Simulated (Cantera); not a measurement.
An adiabatic, constant-volume homogeneous reactor starts with CH₄ : CO : O₂ : N₂ = 1 : 0.17 : 2.74 : 10.3 (molar parts), equivalence ratio 0.76, at 1523 K and 550000 Pa. Integrator tolerance rtol = 1e-08.

Detailed kinetics in Cantera: GRI-Mech 3.0 (53 species, 325 reactions).

What does this change do: 0.022 parts C2H6 added?


```csv
quantity,before,after
time of steepest temperature rise,0.216 ms,0.140 ms
temperature at 0.200 s,2932 K,2953 K
equilibrium temperature,2932 K,2953 K
x(CH₄) at 0.200 s,<1e-12 (gas-phase equilibrium <1e-12),<1e-12 (gas-phase equilibrium <1e-12)
x(CO) at 0.200 s,0.0222 (gas-phase equilibrium 0.0222),0.0249 (gas-phase equilibrium 0.0249)
x(O₂) at 0.200 s,0.0433 (gas-phase equilibrium 0.0433),0.0397 (gas-phase equilibrium 0.0397)
x(CH₃) at 0.200 s,<1e-12 (gas-phase equilibrium <1e-12),<1e-12 (gas-phase equilibrium <1e-12)
x(C₂H₆) at 0.200 s,<1e-12 (gas-phase equilibrium <1e-12),<1e-12 (gas-phase equilibrium <1e-12)
x(NO) at 0.200 s,0.0189 (gas-phase equilibrium 0.0189),0.0185 (gas-phase equilibrium 0.0185)
```

What does this change do: pressure from 550000 Pa to 500000 Pa?


| quantity | before | after |
|---|---|---|
| time of steepest temperature rise | 0.216 ms | 0.233 ms |
| temperature at 0.200 s | 2932 K | 2925 K |
| equilibrium temperature | 2932 K | 2925 K |
| x(CH₄) at 0.200 s | <1e-12 (gas-phase equilibrium <1e-12) | <1e-12 (gas-phase equilibrium <1e-12) |
| x(CO) at 0.200 s | 0.0222 (gas-phase equilibrium 0.0222) | 0.0225 (gas-phase equilibrium 0.0225) |
| x(O₂) at 0.200 s | 0.0433 (gas-phase equilibrium 0.0433) | 0.0435 (gas-phase equilibrium 0.0435) |
| x(CH₃) at 0.200 s | <1e-12 (gas-phase equilibrium <1e-12) | <1e-12 (gas-phase equilibrium <1e-12) |
| x(C₂H₆) at 0.200 s | <1e-12 (gas-phase equilibrium <1e-12) | <1e-12 (gas-phase equilibrium <1e-12) |
| x(NO) at 0.200 s | 0.0189 (gas-phase equilibrium 0.0189) | 0.0187 (gas-phase equilibrium 0.0187) |
